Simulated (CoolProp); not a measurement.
Vapour-liquid equilibrium of R22 (1) + R114 (2) at 35.75 °C; x and y are mole fractions of (1).

The numbers come from the multi-fluid Helmholtz-energy mixture model, Kamei 1995 and Platzer 1990; pair parameters Bell 2016 in CoolProp. This equation is an older, rougher fit; its heat capacities, sound speeds and derivatives of the liquid may be far off and weren't checked against measurements.

| x | bubble pressure, mixture model (kPa) | bubble pressure, Raoult's law (kPa) | y, mixture model | y, Raoult's law |
|---|---|---|---|---|
| 0.05 | 384.2 | 352.9 | 0.239 | 0.196 |
| 0.15 | 527.7 | 461.1 | 0.475 | 0.449 |
| 0.25 | ? | 569.3 | 0.599 | 0.606 |
| 0.35 | ? | 677.4 | 0.680 | 0.713 |
| 0.45 | 847.3 | 785.6 | 0.743 | 0.791 |
| 0.55 | 940.4 | 893.8 | 0.797 | 0.850 |
| 0.65 | 1033 | 1002 | 0.845 | 0.896 |
| 0.75 | 1128 | 1110 | ? | 0.933 |
| 0.85 | 1226 | 1218 | ? | 0.963 |
| 0.95 | 1328 | 1326 | ? | 0.989 |

Question: Fill in the missing entries.

Answer: 
- 0.25, bubble pressure, mixture model (kPa): 646.7
- 0.35, bubble pressure, mixture model (kPa): 750.9
- 0.75, y, mixture model: 0.891
- 0.85, y, mixture model: 0.935
- 0.95, y, mixture model: 0.979

The largest gap from Raoult's law is +14.4 % in bubble pressure, at x = 0.15. No azeotrope shows between x = 0.05 and 0.95.

Pair parameters are fitted to limited data, so mixtures are less certain than the pure fluids.
